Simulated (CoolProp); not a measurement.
Properties of the fluoroketone C6F12O (FK-5-1-12) along the isotherm 184.85 °C.

The numbers come from the reference Helmholtz-energy equation of state, McLinden 2015 in CoolProp.

```tsv
p (bar)	phase	cp (kJ/(kg K))	cv (kJ/(kg K))	fugacity coefficient
0.779	gas	1.023	0.9948	0.9873
1.56	gas	1.026	0.9961	0.9746
2.34	gas	(withheld)	0.9975	0.9621
3.12	gas	1.034	0.9989	0.9496
3.89	gas	1.038	1.000	(withheld)
4.67	gas	(withheld)	1.002	(withheld)
5.45	gas	(withheld)	1.003	0.9128
6.23	gas	1.053	1.005	0.9006
7.01	gas	1.058	1.007	0.8884
7.79	gas	1.065	1.009	(withheld)
8.57	gas	1.072	1.011	0.8643
9.35	gas	1.079	1.012	0.8523
```

Fill in the missing entries.


- 2.34, cp (kJ/(kg K)): 1.030
- 3.89, fugacity coefficient: 0.9374
- 4.67, cp (kJ/(kg K)): 1.042
- 4.67, fugacity coefficient: 0.9250
- 5.45, cp (kJ/(kg K)): 1.047
- 7.79, fugacity coefficient: 0.8764
